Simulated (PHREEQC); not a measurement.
Make-up at 20 °C: 0.11 mol/kgw HF, 0.0016 mol/kgw NH4HF2 and 1.3e-06 mol/kgw H4SiO4. Closed to the air; pH follows from the charge balance.

The numbers come from PHREEQC with the ion-association model, phreeqc.dat.

Precipitation was switched off in this run.

### Question
Predict the pH.

### Answer
pH 2.03.

### Question
In which forms is F present?

### Answer
HF 87 %, F- 7.7 %, HF2- 5.5 % of the F.

SiF6-2 is the database's only silicon fluoride.
